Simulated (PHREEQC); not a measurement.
Dissolve 0.095 mol KOH, 0.00032 mol CO2 and 0.00012 mol (CH3)4NCl per kg of water at 25 °C. Closed to the air; pH follows from the charge balance.

Model: ion-association model, phreeqc.dat, run in PHREEQC.

Precipitation was switched off in this run.

Question: Predict the pH, specific conductance.

Answer: pH 12.86; specific conductance 21500 µS/cm.

(CH3)4N+ isn't in the database: it is added as a free cation with an ion size of 4 Å.
